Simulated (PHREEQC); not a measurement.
1 kg of water holding 100 mmol/kgw Na2CO3 meets 20 L of dry gas (CH4 1 by moles) at fixed total pressure, at 100 °C; fugacities by Peng-Robinson. The gases take part in no redox reaction, some water evaporates into the gas, and hydrates or a liquid gas phase aren't modelled. Precipitation was switched off in this run.

Computed with PHREEQC (ion-association model, phreeqc.dat).

```tsv
P (atm)	dissolved CH4 (mol/kgw)	φ of CH4
2	0.000964	1.002
5	0.00381	0.996
10	0.00849	0.991
20	0.0176	0.981
30	0.0263	0.972
40	0.0346	0.963
50	0.0427	0.955
75	0.0615	0.936
100	0.0788	0.919
150	0.109	0.893
200	0.135	0.874
300	0.179	0.856
400	0.216	0.857
```

Constants without temperature data keep their 25 °C values here.
